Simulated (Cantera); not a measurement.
A Cantera script and its output.

```python
import numpy as np
import cantera as ct

gas = ct.Solution("h2o2.yaml")
gas.TPX = 573, 13332, {'H2': 1, 'O2': 0.278, 'N2': 1.04}
flame = ct.FreeFlame(gas, width=0.16)
flame.set_refine_criteria(ratio=3, slope=0.08, curve=0.16)
flame.transport_model = "mixture-averaged"
flame.solve(loglevel=0, auto=True)
flame.transport_model = "multicomponent"
flame.soret_enabled = False
flame.solve(loglevel=0, refine_grid=True)
z, T = flame.grid, flame.T
thick = (T[-1] - T[0]) / np.gradient(T, z).max()
show = ['H2', 'O2', 'H2O2', 'H2O', 'HO2', 'OH']
print(f"laminar burning velocity  {flame.velocity[0] * 100:.3f} cm/s")
print(f"burnt temperature         {T[-1]:.1f} K")
print(f"thermal thickness         {thick * 1e3:.4f} mm")
print(f"grid points               {len(z)}")
z0 = z[flame.heat_release_rate.argmax()]
print(f"{'z/mm':>9s}{'T/K':>9s}{'u/(m/s)':>9s}" + "".join(f"{s:>11s}" for s in show))
rows = []
for k in (-3, -2, -1.5, -1, -0.5, -0.25, 0, 0.25, 0.5, 1, 2, 4, 8):
    zz = z0 + k * thick
    rows.append([k * thick, np.interp(zz, z, T), np.interp(zz, z, flame.velocity),
                 *(np.interp(zz, z, flame.X[gas.species_index(s)]) for s in show)])
    print(f"{rows[-1][0] * 1e3:9.3f}{rows[-1][1]:9.1f}{rows[-1][2]:9.3f}" + "".join(f"{x:11.3e}" for x in rows[-1][3:]))
```

It prints:

```
laminar burning velocity  622.602 cm/s
burnt temperature         2300.8 K
thermal thickness         5.9780 mm
grid points               137
     z/mm      T/K  u/(m/s)         H2         O2       H2O2        H2O        HO2         OH
  -17.934    573.0    6.226  4.314e-01  1.199e-01 -2.582e-15  5.683e-15  1.537e-13  3.197e-18
  -11.956    573.0    6.226  4.314e-01  1.199e-01 -1.670e-15  1.171e-12  9.869e-11  6.284e-15
   -8.967    573.0    6.226  4.314e-01  1.199e-01  8.023e-14  5.607e-11  3.896e-09  4.638e-13
   -5.978    573.0    6.226  4.314e-01  1.199e-01  2.791e-10  6.454e-08  8.060e-07  7.704e-10
   -2.989    585.5    6.356  4.299e-01  1.196e-01  5.663e-07  8.211e-04  4.783e-05  3.545e-05
   -1.495    724.1    7.810  4.069e-01  1.145e-01  4.905e-07  1.316e-02  2.939e-05  2.671e-04
    0.000   1107.4   11.606  2.546e-01  6.299e-02  2.966e-07  1.206e-01  1.078e-05  2.279e-03
    1.495   1353.3   14.007  1.503e-01  7.873e-03  2.424e-07  2.282e-01  1.308e-06  4.156e-03
    2.989   1446.4   14.879  1.475e-01  3.231e-03  2.189e-07  2.386e-01  4.908e-07  4.941e-03
    5.978   1557.3   15.894  1.560e-01  2.605e-03  1.828e-07  2.410e-01  3.500e-07  5.992e-03
   11.956   1686.1   17.044  1.662e-01  2.127e-03  1.212e-07  2.439e-01  2.564e-07  6.965e-03
   23.912   1822.8   18.230  1.763e-01  1.562e-03  6.753e-08  2.479e-01  1.770e-07  7.504e-03
   47.824   1956.3   19.356  1.857e-01  1.017e-03  3.510e-08  2.528e-01  1.178e-07  7.349e-03
```

Cantera simulation using the H2/O2 subset of GRI-Mech 3.0, which has no nitrogen chemistry; the numbers are that mechanism's predictions, not measurements. Burning velocities carry a grid error of a few per cent, more on coarse grids.
